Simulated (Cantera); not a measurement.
**Ca(OH)2 + H2 (calcination and drying)**

A closed system holds: 1 mol Ca(OH)2, 1.3 mol H2, at 648.15 K.

Cantera equilibrium calculation (NASA polynomials, part measured and part estimated; ideal gas, pure solids and liquids). Candidate condensed phases: Ca, CaO, Ca(OH)2, H2O; 14 gas species. The numbers say what is thermodynamically allowed, not how fast it happens.

```json
[
 {"P (Pa)": "10", "log p H2": "-4.25", "log p H2O": "-4.36", "n CaO(s)": "1.00", "n Ca(OH)2(s)": "0"},
 {"P (Pa)": "68", "log p H2": "-3.42", "log p H2O": "-3.53", "n CaO(s)": "1.00", "n Ca(OH)2(s)": "0"},
 {"P (Pa)": "460", "log p H2": "-2.59", "log p H2O": "-2.70", "n CaO(s)": "1.00", "n Ca(OH)2(s)": "0"},
 {"P (Pa)": "3200", "log p H2": "-1.74", "log p H2O": "-1.86", "n CaO(s)": "1.00", "n Ca(OH)2(s)": "0"},
 {"P (Pa)": "22000", "log p H2": "-0.72", "log p H2O": "-1.50", "n CaO(s)": "0.218", "n Ca(OH)2(s)": "0.782"},
 {"P (Pa)": "150000", "log p H2": "0.17", "log p H2O": "-1.50", "n CaO(s)": "0.0279", "n Ca(OH)2(s)": "0.972"},
 {"P (Pa)": "1000000", "log p H2": "1.00", "log p H2O": "-1.50", "n CaO(s)": "0.00411", "n Ca(OH)2(s)": "0.996"}
]
```
log p: log10 of the partial pressure in bar; n: condensed amount in mol.

From 0.000100 bar to 0.0320 bar the condensed part is CaO(s). From 0.220 bar to 10.0 bar the condensed part is CaO(s) + Ca(OH)2(s).
